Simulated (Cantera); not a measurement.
Mixture: 9.54 % CH4, 5.63 % H2, 13.6 % O2, 71.2 % N2, equivalence ratio 1.6, at 24.7 atm, adiabatic and at constant volume. Ignition delay is the time to a rise of 400 K.

Computed with Cantera and GRI-Mech 3.0 (53 species, 325 reactions). The pressure lies above the range GRI-Mech 3.0 was tuned for (to about 10 atm).

Question: Predict: delay at 1323 K; delay at 1423 K; delay at 1523 K; delay at 1623 K; delay at 1723 K; apparent activation energy between 1673 and 1773 K.

Answer: 
| Item | Result |
|---|---|
| delay at 1323 K | 64.3 µs |
| delay at 1423 K | 32.8 µs |
| delay at 1523 K | 18.3 µs |
| delay at 1623 K | 10.5 µs |
| delay at 1723 K | 6.13 µs |
| apparent activation energy between 1673 and 1773 K | 130 kJ/mol |
